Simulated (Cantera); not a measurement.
An isothermal, constant-pressure homogeneous reactor starts with NO : N2 = 1 : 15 (molar parts), at 1725 K and 0.178 atm. Integrator tolerance rtol = 1e-08.

Cantera simulation using GRI-Mech 3.0 (53 species, 325 reactions); the numbers are that mechanism's predictions, not measurements.

What does this change do: temperature 1725 to 1975 K?


```json
[
 {"quantity": "x(NO) at 50.0 s", "before": "0.0532 (gas-phase equilibrium 0.00135)", "after": "0.00349 (gas-phase equilibrium 0.00299)"},
 {"quantity": "x(O2) at 50.0 s", "before": "0.00465 (gas-phase equilibrium 0.0306)", "after": "0.0294 (gas-phase equilibrium 0.0296)"},
 {"quantity": "x(NO2) at 50.0 s", "before": "1.03e-5 (gas-phase equilibrium 6.46e-7)", "after": "9.95e-7 (gas-phase equilibrium 8.55e-7)"},
 {"quantity": "x(N2) at 50.0 s", "before": "0.942 (gas-phase equilibrium 0.968)", "after": "0.967 (gas-phase equilibrium 0.967)"},
 {"quantity": "x(O) at 50.0 s", "before": "1.00e-5 (gas-phase equilibrium 2.41e-5)", "after": "0.000224 (gas-phase equilibrium 0.000225)"}
]
```

What does this change do: temperature 1725 to 1600 K?


```
quantity                                           before                                    after
----------------  ---------------------------------------  ---------------------------------------
x(NO) at 50.0 s    0.0532 (gas-phase equilibrium 0.00135)  0.0602 (gas-phase equilibrium 0.000826)
x(O2) at 50.0 s    0.00465 (gas-phase equilibrium 0.0306)   0.00112 (gas-phase equilibrium 0.0308)
x(NO2) at 50.0 s  1.03e-5 (gas-phase equilibrium 6.46e-7)  8.70e-6 (gas-phase equilibrium 5.39e-7)
x(N2) at 50.0 s       0.942 (gas-phase equilibrium 0.968)      0.939 (gas-phase equilibrium 0.968)
x(O) at 50.0 s    1.00e-5 (gas-phase equilibrium 2.41e-5)  1.39e-6 (gas-phase equilibrium 6.04e-6)
```

What does this change do: pressure from 0.178 atm to 1.48 atm?


```
quantity                                           before                                    after
----------------  ---------------------------------------  ---------------------------------------
x(NO) at 50.0 s    0.0532 (gas-phase equilibrium 0.00135)   0.0251 (gas-phase equilibrium 0.00135)
x(O2) at 50.0 s    0.00465 (gas-phase equilibrium 0.0306)    0.0187 (gas-phase equilibrium 0.0306)
x(NO2) at 50.0 s  1.03e-5 (gas-phase equilibrium 6.46e-7)  2.72e-5 (gas-phase equilibrium 1.86e-6)
x(N2) at 50.0 s       0.942 (gas-phase equilibrium 0.968)      0.956 (gas-phase equilibrium 0.968)
x(O) at 50.0 s    1.00e-5 (gas-phase equilibrium 2.41e-5)  6.57e-6 (gas-phase equilibrium 8.34e-6)
```
